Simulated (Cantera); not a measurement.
Charge: 1 mol Si, 0.066 mol O2, 330 mol H2, held at 1423 K.

Method: chemical equilibrium by Gibbs-energy minimisation in Cantera with the NASA 1993 tables (ideal gas, pure condensed phases). Candidate condensed phases: H2O, Si, SiO2; 18 gas species. Mutual solubility and eutectic melting of coexisting phases are not modelled. The tables hold silica as quartz up to 1696 K and as liquid above; real silica turns to tridymite and cristobalite and melts near 1996 K. The numbers say what is thermodynamically allowed, not how fast it happens.

x: gas mole fraction; n: condensed amount in mol.

```json
[
 {"P (Pa)": "0.100", "x H2": "0.991", "x H": "0.00661", "x Si": "0.00153", "x SiO": "0.000398", "n Si(s)": "0.358", "n SiO2(β-quartz)": "0"},
 {"P (Pa)": "1", "x H2": "0.997", "x H": "[?]", "x Si": "[?]", "x SiO": "0.000399", "n Si(s)": "0.817", "n SiO2(β-quartz)": "0"},
 {"P (Pa)": "10", "x H2": "0.999", "x H": "0.000664", "x Si": "1.53e-5", "x SiO": "0.000400", "n Si(s)": "0.863", "n SiO2(β-quartz)": "0"},
 {"P (Pa)": "100", "x H2": "0.999", "x H": "0.000210", "x Si": "1.53e-6", "x SiO": "0.000400", "n Si(s)": "0.867", "n SiO2(β-quartz)": "0"},
 {"P (Pa)": "1000", "x H2": "1.000", "x H": "6.64e-5", "x Si": "1.53e-7", "x SiO": "0.000400", "n Si(s)": "0.868", "n SiO2(β-quartz)": "0"},
 {"P (Pa)": "10000", "x H2": "1.000", "x H": "2.10e-5", "x Si": "1.53e-8", "x SiO": "0.000399", "n Si(s)": "0.868", "n SiO2(β-quartz)": "0"},
 {"P (Pa)": "100000", "x H2": "1.000", "x H": "[?]", "x Si": "[?]", "x SiO": "[?]", "n Si(s)": "0.914", "n SiO2(β-quartz)": "[?]"},
 {"P (Pa)": "1000000", "x H2": "1.000", "x H": "2.10e-6", "x Si": "1.53e-10", "x SiO": "1.18e-5", "n Si(s)": "0.929", "n SiO2(β-quartz)": "0.0638"}
]
```

**Question.** Complete the blanks.

**Answer.** 
- 1, x H: 0.00210
- 1, x Si: 0.000153
- 100000, x H: 6.64e-6
- 100000, x Si: 1.53e-9
- 100000, x SiO: 0.000118
- 100000, n SiO2(β-quartz): 0.0463
